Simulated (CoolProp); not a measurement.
1,2-dichloroethane along the isobar 0.492 MPa: density (kg/m³) from the reference equation and from simpler models built on Tc = 561.6 K, pc = 5.226 MPa, ω = 0.269; each cubic takes its own stable root.

Model: reference Helmholtz-energy equation of state, Thol 2015, in CoolProp.

```csv
T (K),phase,reference,Redlich-Kwong,Peng-Robinson
244.9,liquid,1320,1119,1277
254.2,liquid,1308,1109,1268
263.5,liquid,1295,1099,1259
272.8,liquid,1282,1088,1249
282.1,liquid,1269,1077,1239
291.5,liquid,1255,1066,1229
300.8,liquid,1242,1054,1218
310.1,liquid,1228,1043,1207
319.4,liquid,1215,1030,1195
328.8,liquid,1201,1017,1183
338.1,liquid,1187,1004,1170
347.4,liquid,1172,990.8,1157
356.7,liquid,1157,976.8,1143
366,liquid,1142,962.3,1129
375.4,liquid,1127,947.1,1114
384.7,liquid,1111,931.4,1098
```
